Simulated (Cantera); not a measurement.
Feed: 1 mol SiH4, 0.39 mol NH3, 15 mol N2, equilibrated at 1.33 mbar.

These are equilibrium values from Cantera (NASA tables, ideal gas, pure condensed phases), not measurements of a reactor. Candidate condensed phases: Si, Si3N4; 18 gas species. Gases not in the tables: Si2H6 and higher silanes. The numbers say what is thermodynamically allowed, not how fast it happens.

What share of the Si ends up in condensed phases as a function of T (K), at 1898, 1923, 1948, 1973, 1998, 2023, 2048, 2073, 2098?


```json
[
 {"T (K)": "1898", "Si condensed (%)": "82.1", "as": "Si(l)"},
 {"T (K)": "1923", "Si condensed (%)": "75.2", "as": "Si(l)"},
 {"T (K)": "1948", "Si condensed (%)": "66.0", "as": "Si(l)"},
 {"T (K)": "1973", "Si condensed (%)": "53.5", "as": "Si(l)"},
 {"T (K)": "1998", "Si condensed (%)": "36.8", "as": "Si(l)"},
 {"T (K)": "2023", "Si condensed (%)": "14.5", "as": "Si(l)"},
 {"T (K)": "2048", "Si condensed (%)": "0.0", "as": "-"},
 {"T (K)": "2073", "Si condensed (%)": "0.0", "as": "-"},
 {"T (K)": "2098", "Si condensed (%)": "0.0", "as": "-"}
]
```
